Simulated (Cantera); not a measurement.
An adiabatic, constant-pressure homogeneous reactor starts with CO : H2 : CH4 : O2 : N2 = 1 : 0.048 : 0.68 : 1.35 : 5.06 (molar parts), equivalence ratio 1.4, at 1300 K and 24.0 bar. Integrator tolerance rtol = 1e-08.

Cantera simulation using GRI-Mech 3.0 (53 species, 325 reactions); the numbers are that mechanism's predictions, not measurements. The pressure lies above the range GRI-Mech 3.0 was tuned for (to about 10 atm).

Question: What does this change do: constant volume in place of constant pressure?

Answer: 
```tsv
quantity	before	after
time of steepest temperature rise	0.694 ms	0.614 ms
temperature at 6.00 s	2849 K	3125 K
equilibrium temperature	2849 K	3125 K
x(CO) at 6.00 s	0.112 (gas-phase equilibrium 0.112)	0.118 (gas-phase equilibrium 0.118)
x(H2) at 6.00 s	0.0243 (gas-phase equilibrium 0.0243)	0.0250 (gas-phase equilibrium 0.0250)
x(CH4) at 6.00 s	5.87e-12 (gas-phase equilibrium 6.77e-12)	1.90e-11 (gas-phase equilibrium 2.21e-11)
x(NO2) at 6.00 s	5.28e-7 (gas-phase equilibrium 5.28e-7)	2.26e-6 (gas-phase equilibrium 2.26e-6)
x(H) at 6.00 s	0.00311 (gas-phase equilibrium 0.00311)	0.00475 (gas-phase equilibrium 0.00475)
```
Above 3000 K some thermodynamic fits are extrapolated.

Question: What does this change do: H2 0.048 to 0.029 parts?

Answer: 
```
quantity                                                              before                                      after
---------------------------------  -----------------------------------------  -----------------------------------------
time of steepest temperature rise                                   0.694 ms                                   0.891 ms
temperature at 6.00 s                                                 2849 K                                     2851 K
equilibrium temperature                                               2849 K                                     2851 K
x(CO) at 6.00 s                          0.112 (gas-phase equilibrium 0.112)        0.111 (gas-phase equilibrium 0.111)
x(H2) at 6.00 s                        0.0243 (gas-phase equilibrium 0.0243)      0.0235 (gas-phase equilibrium 0.0235)
x(CH4) at 6.00 s                   5.87e-12 (gas-phase equilibrium 6.77e-12)  5.29e-12 (gas-phase equilibrium 6.10e-12)
x(NO2) at 6.00 s                     5.28e-7 (gas-phase equilibrium 5.28e-7)    5.63e-7 (gas-phase equilibrium 5.63e-7)
x(H) at 6.00 s                       0.00311 (gas-phase equilibrium 0.00311)    0.00308 (gas-phase equilibrium 0.00308)
```
